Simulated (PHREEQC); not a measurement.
Solution (83 °C): 0.21 mol KHCO3 and 0.14 mol Na2SO4 per kg of water. Closed to the air; pH follows from the charge balance.

All values are PHREEQC results (Pitzer model, pitzer.dat), not measurements.

```tsv
quantity	before	after
pH	7.78	7.81
ionic strength (mol/kgw)	0.634	0.357
HCO3- (mol/kgw)	0.202	0.336
CO2 (mol/kgw)	0.00391	0.00698
CO3-2 (mol/kgw)	0.00389	0.00695
```

**Question.** Which change was made?
A) diluted 100-fold with water
B) Na2SO4 left out
C) Na2SO4 replaced by NaHCO3 at the same molality
D) Na2SO4 from 0.14 to 0.014 mol/kgw
E) KHCO3 from 0.21 to 0.189 mol/kgw

**Answer.** C, Na2SO4 replaced by NaHCO3 at the same molality

No solid was allowed to form. At this temperature some constants are extrapolated from 25 °C, and those without enthalpy data are left unchanged.
